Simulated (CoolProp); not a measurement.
Properties of CH2F2 (R32) along the isobar 88.7 kPa (Tc = 351.3 K, pc = 5783 kPa, ω = 0.277).

Computed with CoolProp (reference Helmholtz-energy equation of state, Tillner-Roth 1997).

```csv
T (K),phase,Z,conductivity (mW/(m K))
322.4,gas,0.9919,15.5
331.8,gas,0.9927,16.3
341.1,gas,0.9934,17.1
350.5,gas,0.9940,18.0
359.8,gas,0.9945,18.8
369.2,gas,0.9950,19.7
378.5,gas,0.9954,20.6
387.9,gas,0.9958,21.5
397.2,gas,0.9962,22.5
406.6,gas,0.9965,23.5
415.9,gas,0.9968,24.5
425.3,gas,0.9970,25.5
434.6,gas,0.9973,26.6
```

Thermal conductivity comes from a separate model (Huber 2003), an estimate that may be off by 10 % or more.
